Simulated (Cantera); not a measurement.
Mixture: CH4 : O2 : N2 = 1 : 3.7 : 13.9 (molar parts), at 1.50 bar, adiabatic and at constant pressure. Ignition delay is the time to a rise of 400 K.

Detailed kinetics in Cantera: GRI-Mech 3.0 (53 species, 325 reactions).

### Question
Predict: delay at 1125 K; delay at 1225 K; delay at 1325 K; delay at 1425 K; delay at 1525 K; apparent activation energy between 1425 and 1525 K.

### Answer
```
Quantity                                                Result
--------------------------------------------------  ----------
delay at 1125 K                                        69.5 ms
delay at 1225 K                                        16.5 ms
delay at 1325 K                                        4.55 ms
delay at 1425 K                                        1.46 ms
delay at 1525 K                                       0.549 ms
apparent activation energy between 1425 and 1525 K  180 kJ/mol
```
